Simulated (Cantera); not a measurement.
A Cantera script and what it prints.

```python
import numpy as np
import cantera as ct

gas_names = [...]  # 110 gases of nasa_gas.yaml made of C, H, O
cond_names = """
    C(gr) C6H6(L) C7H8(L) C8H18(L),n-octa H2O(s) H2O(L)
""".split()


# ... load() reads the species with a 1 bar reference pressure and builds the phases ...
atoms = {
    'C3H6': {'C': 3, 'H': 6},
    'CO2': {'C': 1, 'O': 2},
    'H2O': {'H': 2, 'O': 1},
}
top_T = {'C(gr)': 4500}  # K; cautious upper limits of use, not melting points


# ... equilibrate(T, P, feed) seeds the gas with the atoms and calls Mixture.equilibrate('TP', solver="vcs", rtol=1e-11, max_steps=5000) ...
results = []
feed = {'C3H6': 1, 'CO2': 0.3, 'H2O': 0.14}  # mol
T = 1223  # K
P = 1000  # Pa
mix = equilibrate(T, P, feed)
results.append((T, P, feed, dict(zip(mix.species_names, mix.species_moles))))
print(gas.report(threshold=1e-05))
for i in range(1, mix.n_phases):
    print(f"{mix.phase(i).name:16s} {mix.phase_moles(i):12.5e} mol")
```

It prints:

```
       temperature   1223 K
          pressure   1000 Pa
           density   0.00068594 kg/m^3
  mean mol. weight   6.9751 kg/kmol
   phase of matter   gas

                          1 kg             1 kmol
                     ---------------   ---------------
          enthalpy        9.6873e+05         6.757e+06  J
   internal energy       -4.8912e+05       -3.4116e+06  J
           entropy             32675        2.2791e+05  J/K
    Gibbs function       -3.8993e+07       -2.7198e+08  J
 heat capacity c_p            4553.8             31763  J/K
 heat capacity c_v            3361.7             23448  J/K

                      mass frac. Y      mole frac. X     chem. pot. / RT
                     ---------------   ---------------   ---------------
               CH4        0.00020064        8.7234e-05           -47.523
                CO           0.76581            0.1907           -43.285
                H2           0.23387           0.80917           -22.846
               H2O        8.0075e-05        3.1004e-05           -64.299
     [ +106 minor]        3.2482e-05        7.8497e-06

C(gr)             2.55980e+00 mol
```

These are equilibrium values from Cantera (NASA tables, ideal gas, pure condensed phases), not measurements of a reactor.
